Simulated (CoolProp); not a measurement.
Properties of acetone along the isotherm 301 K.

The numbers come from the reference Helmholtz-energy equation of state, Lemmon 2006 in CoolProp. It is a short technical equation, of lower accuracy than the large ones.

```json
[
 {"p (bar)": "9.78", "phase": "liquid", "Z": "0.02901", "cp (kJ/(kg K))": "2.148", "speed of sound (m/s)": "1157", "Joule-Thomson coefficient (K/MPa)": "-0.3396", "isothermal compressibility (1/MPa)": "0.001319"},
 {"p (bar)": "19.6", "phase": "liquid", "Z": "0.05806", "cp (kJ/(kg K))": "2.146", "speed of sound (m/s)": "1164", "Joule-Thomson coefficient (K/MPa)": "-0.3417", "isothermal compressibility (1/MPa)": "0.001300"},
 {"p (bar)": "29.3", "phase": "liquid", "Z": "0.08669", "cp (kJ/(kg K))": "2.143", "speed of sound (m/s)": "1171", "Joule-Thomson coefficient (K/MPa)": "-0.3437", "isothermal compressibility (1/MPa)": "0.001282"},
 {"p (bar)": "39.1", "phase": "liquid", "Z": "0.1155", "cp (kJ/(kg K))": "2.141", "speed of sound (m/s)": "1177", "Joule-Thomson coefficient (K/MPa)": "-0.3456", "isothermal compressibility (1/MPa)": "0.001265"},
 {"p (bar)": "48.9", "phase": "liquid", "Z": "0.1443", "cp (kJ/(kg K))": "2.139", "speed of sound (m/s)": "1184", "Joule-Thomson coefficient (K/MPa)": "-0.3475", "isothermal compressibility (1/MPa)": "0.001248"},
 {"p (bar)": "58.7", "phase": "liquid", "Z": "0.1730", "cp (kJ/(kg K))": "2.137", "speed of sound (m/s)": "1190", "Joule-Thomson coefficient (K/MPa)": "-0.3493", "isothermal compressibility (1/MPa)": "0.001232"},
 {"p (bar)": "68.4", "phase": "liquid", "Z": "0.2014", "cp (kJ/(kg K))": "2.135", "speed of sound (m/s)": "1197", "Joule-Thomson coefficient (K/MPa)": "-0.3511", "isothermal compressibility (1/MPa)": "0.001216"},
 {"p (bar)": "78.2", "phase": "liquid", "Z": "0.2300", "cp (kJ/(kg K))": "2.133", "speed of sound (m/s)": "1203", "Joule-Thomson coefficient (K/MPa)": "-0.3528", "isothermal compressibility (1/MPa)": "0.001201"},
 {"p (bar)": "88", "phase": "liquid", "Z": "0.2585", "cp (kJ/(kg K))": "2.131", "speed of sound (m/s)": "1209", "Joule-Thomson coefficient (K/MPa)": "-0.3545", "isothermal compressibility (1/MPa)": "0.001186"},
 {"p (bar)": "97.8", "phase": "liquid", "Z": "0.2869", "cp (kJ/(kg K))": "2.129", "speed of sound (m/s)": "1215", "Joule-Thomson coefficient (K/MPa)": "-0.3562", "isothermal compressibility (1/MPa)": "0.001172"},
 {"p (bar)": "108", "phase": "liquid", "Z": "0.3165", "cp (kJ/(kg K))": "2.127", "speed of sound (m/s)": "1222", "Joule-Thomson coefficient (K/MPa)": "-0.3578", "isothermal compressibility (1/MPa)": "0.001157"},
 {"p (bar)": "117", "phase": "liquid", "Z": "0.3425", "cp (kJ/(kg K))": "2.126", "speed of sound (m/s)": "1227", "Joule-Thomson coefficient (K/MPa)": "-0.3592", "isothermal compressibility (1/MPa)": "0.001145"}
]
```
